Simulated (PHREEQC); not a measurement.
Synthetic water in mmol/kgw, 25 °C, pH 3.69, pe 12.6:

```csv
constituent,mmol/kgw
Na,10.3
K,24.3
Ca,16.7
Mg,1.74
Cl,10.1
S(6),29.6
Al,0.0584
```

Valence states are taken as typed.

Equilibrium calculation in PHREEQC: ion-association model, wateq4f.dat.

Precipitation was switched off in this run.

Question: Predict the ionic strength.

Answer: ionic strength 0.0858 mol/kgw.

Question: In which forms is Al present?

Answer: AlSO4+ 70 %, Al(SO4)2- 18 %, Al+3 12 % of the Al.

The solution is supersaturated, for example in Gypsum, so a real one may precipitate; this is no full list. Complexes and solids missing from the database can't appear.
